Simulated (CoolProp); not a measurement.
Dry air at 298.15 K and 0.532 MPa is compressed adiabatically to 1.47 MPa with isentropic efficiency 0.7. Each further row changes one setting.

Computed with CoolProp (reference Helmholtz-energy equation of state, Lemmon 2000). It is a pseudo-pure fit of the blend.

```tsv
case	work (kJ/kg)	final temperature (K)	final density (kg/m³)
as stated	144	440.9	11.6
efficiency 1	101	398.8	12.8
efficiency 0.65	155	451.7	11.3
```
